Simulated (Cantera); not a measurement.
**Premixed flame**

A freely propagating, adiabatic, planar premixed flame of H2 : O2 : N2 : H2O = 1 : 0.847 : 3.19 : 0.4 (molar parts), equivalence ratio 0.59, unburnt at 575 K and 7200 Torr; mixture-averaged transport, grid criteria slope 0.08 and curve 0.16, no radiation.

Model: the H2/O2 subset of GRI-Mech 3.0, which has no nitrogen chemistry, integrated in Cantera. The hydrogen kinetics of GRI-Mech 3.0 are dated; newer H2 mechanisms differ, most at raised pressure. Burning velocities carry a grid error of a few per cent, more on coarse grids. Lean hydrogen flames are cellular in practice and burn faster than this planar one.

```json
[
 {"z (mm)": "-0.191", "T (K)": "577", "u (m/s)": "0.547", "x H2": "0.174", "x O2": "0.158", "x H2O": "0.0748", "x O": "<1e-8", "x HO2": "2.24e-7", "x OH": "<1e-8"},
 {"z (mm)": "-0.128", "T (K)": "589", "u (m/s)": "0.548", "x H2": "0.157", "x O2": "0.160", "x H2O": "0.0782", "x O": "<1e-8", "x HO2": "2.62e-6", "x OH": "<1e-8"},
 {"z (mm)": "-0.0957", "T (K)": "614", "u (m/s)": "0.562", "x H2": "0.140", "x O2": "0.162", "x H2O": "0.0836", "x O": "<1e-8", "x HO2": "9.40e-6", "x OH": "<1e-8"},
 {"z (mm)": "-0.0638", "T (K)": "700", "u (m/s)": "0.624", "x H2": "0.110", "x O2": "0.162", "x H2O": "0.100", "x O": "<1e-8", "x HO2": "4.70e-5", "x OH": "<1e-8"},
 {"z (mm)": "-0.0319", "T (K)": "1003", "u (m/s)": "0.874", "x H2": "0.0648", "x O2": "0.145", "x H2O": "0.150", "x O": "2.28e-6", "x HO2": "0.000338", "x OH": "1.99e-6"},
 {"z (mm)": "-0.0160", "T (K)": "1297", "u (m/s)": "1.12", "x H2": "0.0392", "x O2": "0.123", "x H2O": "0.194", "x O": "8.69e-5", "x HO2": "0.000645", "x OH": "0.000159"},
 {"z (mm)": "0", "T (K)": "1587", "u (m/s)": "1.37", "x H2": "0.0175", "x O2": "0.0975", "x H2O": "0.237", "x O": "0.000506", "x HO2": "0.000379", "x OH": "0.00132"},
 {"z (mm)": "0.0160", "T (K)": "1746", "u (m/s)": "1.51", "x H2": "0.00653", "x O2": "0.0826", "x H2O": "0.260", "x O": "0.000671", "x HO2": "0.000155", "x OH": "0.00278"},
 {"z (mm)": "0.0319", "T (K)": "1813", "u (m/s)": "1.57", "x H2": "0.00268", "x O2": "0.0774", "x H2O": "0.269", "x O": "0.000496", "x HO2": "7.04e-5", "x OH": "0.00302"},
 {"z (mm)": "0.0638", "T (K)": "1855", "u (m/s)": "1.61", "x H2": "0.000708", "x O2": "0.0753", "x H2O": "0.274", "x O": "0.000198", "x HO2": "2.06e-5", "x OH": "0.00220"},
 {"z (mm)": "0.128", "T (K)": "1869", "u (m/s)": "1.62", "x H2": "0.000139", "x O2": "0.0750", "x H2O": "0.276", "x O": "5.58e-5", "x HO2": "5.05e-6", "x OH": "0.00123"},
 {"z (mm)": "0.255", "T (K)": "1872", "u (m/s)": "1.62", "x H2": "4.35e-5", "x O2": "0.0751", "x H2O": "0.276", "x O": "2.50e-5", "x HO2": "2.49e-6", "x OH": "0.000839"},
 {"z (mm)": "0.511", "T (K)": "1872", "u (m/s)": "1.62", "x H2": "3.41e-5", "x O2": "0.0751", "x H2O": "0.276", "x O": "2.11e-5", "x HO2": "2.22e-6", "x OH": "0.000772"}
]
```
x: mole fraction of selected species; z is measured from the peak of heat release.

- laminar burning velocity: 55.1 cm/s
- thermal thickness: 0.0638 mm
- peak x(O): 0.000679
- peak x(HO2): 0.000645
- peak x(OH): 0.00306
- grid points: 113
